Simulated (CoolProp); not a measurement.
Properties of R245fa along the isobar 148 kPa.

Model: reference Helmholtz-energy equation of state, Akasaka 2015, in CoolProp.

| T (K) | phase | cp (kJ/(kg K)) | cv (kJ/(kg K)) | viscosity (µPa s) | conductivity (mW/(m K)) |
|---|---|---|---|---|---|
| 187.1 | liquid | 1.140 | 0.7937 | 2540 | ? |
| 202 | liquid | 1.154 | 0.8012 | 1730 | ? |
| 216.9 | liquid | 1.171 | 0.8127 | 1270 | 119 |
| 231.9 | liquid | 1.190 | 0.8284 | ? | 113 |
| 246.8 | liquid | 1.213 | 0.8474 | ? | 108 |
| 261.7 | liquid | 1.239 | 0.8689 | 623 | 103 |
| 276.7 | liquid | 1.269 | 0.8919 | ? | 98.5 |
| 291.6 | liquid | 1.301 | 0.9155 | 427 | 93.9 |
| 306.5 | gas | 0.9138 | 0.8318 | ? | 16.5 |
| 321.4 | gas | 0.9335 | 0.8556 | ? | 17.8 |
| 336.4 | gas | 0.9544 | 0.8795 | 13.4 | 19.1 |
| 351.3 | gas | 0.9759 | 0.9034 | 14.0 | 20.4 |
| 366.2 | gas | 0.9980 | 0.9272 | 14.6 | 21.8 |
| 381.2 | gas | 1.021 | 0.9511 | 15.2 | 23.2 |

**Question.** Complete the blanks.

**Answer.** 
- 187.1, conductivity (mW/(m K)): 130
- 202, conductivity (mW/(m K)): 124
- 231.9, viscosity (µPa s): 970
- 246.8, viscosity (µPa s): 769
- 276.7, viscosity (µPa s): 513
- 306.5, viscosity (µPa s): 12.2
- 321.4, viscosity (µPa s): 12.8

Viscosity comes from a separate model (Bell 2016), an estimate that may be off by 10 % or more. Thermal conductivity comes from a separate model (Huber 2003), an estimate that may be off by 10 % or more.
